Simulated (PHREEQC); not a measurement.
A made-up water analysis in mg/L, 25 °C, pH 6.25, pe 9.2:

| constituent | mg/L |
|---|---|
| Na | 1790 |
| K | 7.83 |
| Ca | 56.5 |
| Mg | 290 |
| Cl | 3330 |
| S(6) as SO4 | 306 |
| Alkalinity as HCO3 | 0.00223 |
| Br | 4.24 |

Cl is adjusted to close the charge balance.
Valence states are taken as typed.

Model: ion-association model, phreeqc.dat, run in PHREEQC.

No solid was allowed to form.

Task: Predict the specific conductance, density.

Result: specific conductance 10600 µS/cm; density 1.001 g/cm³.

Task: In which forms is Ca present?

Result: Ca+2 95 %, CaSO4 4.6 % of the Ca.
